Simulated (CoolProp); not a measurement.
Vapour-liquid equilibrium of R22 (1) + dimethyl ether (2) at 868 kPa; x and y are mole fractions of (1).

The numbers come from the multi-fluid Helmholtz-energy mixture model, Kamei 1995 and Wu 2011; pair parameters Bell 2016 in CoolProp.

```tsv
x	bubble temperature (°C)	y at the bubble point	dew temperature at overall composition x (°C)	liquid density (mol/L)
0.05	39.4	0.043	39.5	13.87
0.15	39.9	0.141	40.0	13.90
0.25	40.1	0.254	40.1	13.94
0.35	39.6	0.382	39.8	13.97
0.45	38.3	0.518	39.1	14.01
0.55	36.0	0.654	37.9	14.06
0.65	32.8	0.777	36.1	14.12
0.75	28.7	0.876	33.6	14.16
0.85	24.3	0.945	29.9	14.18
0.95	20.1	0.987	23.9	14.13
```

y crosses x between x = 0.15 and 0.25: the model has an azeotrope there.

The pair parameters rest on a limited set of measurements; away from them the model extrapolates.
